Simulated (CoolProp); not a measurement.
A single-stage vapour-compression cycle with the fluid: evaporating at 287.15 K (dew point), condensing at 343.15 K (bubble point), superheat 5 K, subcooling 5 K, compressor efficiency 0.7, no pressure losses. The same conditions are run with several fluids, on thermodynamics alone (safety and materials aside).

The numbers come from the reference Helmholtz-energy equation of state of each fluid (R236EA: Rui 2013; c-C4F8 (RC318): Platzer 1990; cis-2-butene: Lemmon 2005; R1336mzz(Z): McLinden 2020; R365MFC: Lemmon 2016; n-perfluorobutane: Gao 2022) in CoolProp. The equations of Platzer and Polt are older, rougher fits.

Q: Rank R236EA, c-C4F8 (RC318), cis-2-butene, R1336mzz(Z), R365MFC, n-perfluorobutane by cooling COP, highest first.

A: cis-2-butene (2.94), R365MFC (2.83), R1336mzz(Z) (2.80), R236EA (2.67), c-C4F8 (RC318) (2.25), n-perfluorobutane (1.91)

| fluid | pressure ratio | discharge temperature (K) | refrigerating effect (kJ/kg) | volumetric capacity (kJ/m³) |
|---|---|---|---|---|
| R236EA | 5.68 | 345.5 | 99.9 | 909 |
| c-C4F8 (RC318) | 4.94 | 343.1 | 54.0 | 1040 |
| cis-2-butene | 5.01 | 365.2 | 293 | 1050 |
| R1336mzz(Z) | 6.99 | 345.1 | 114 | 370 |
| R365MFC | 7.45 | 343.5 | 133 | 295 |
| n-perfluorobutane | 4.97 | 343.1 | 36.5 | 710 |

The compression ends wet for: c-C4F8 (RC318); n-perfluorobutane.
